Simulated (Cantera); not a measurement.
Transport properties of process gases

Gas mixture: NH₃ = 0.86 (molar parts), at 3700 Pa, frozen composition.

Cantera's kinetic-theory transport with the Lennard-Jones parameters of GRI-Mech 3.0, ideal gas; thermal conductivity in the mixture-averaged form. Polar gases are described roughly by these parameters. The composition is frozen, though it would react at the higher temperatures.

```csv
T (K),ρ (kg/m³),cp (J/kg/K),μ (µPa s),λ (mW/m/K),Pr,D (cm²/s) CH₄,D (cm²/s) NO,D (cm²/s) CH₃
400,0.0189,2269,13.9,44.3,0.713,10.6,10.3,10.7
500,0.0152,2466,17.4,60.1,0.716,16.1,15.6,16.3
600,0.0126,2662,20.9,77.4,0.719,22.6,21.7,22.8
700,0.0108,2844,24.3,95.8,0.721,29.9,28.5,30.1
800,0.00947,3009,27.5,115,0.721,38.0,36.1,38.1
900,0.00842,3162,30.6,134,0.721,46.7,44.3,46.9
1000,0.00758,3319,33.6,154,0.725,56.2,53.1,56.4
1100,0.00689,3454,36.5,174,0.726,66.3,62.6,66.5
1200,0.00632,3580,39.3,194,0.727,77.1,72.6,77.2
```
D: mixture-averaged diffusion coefficient of that species in the mixture.
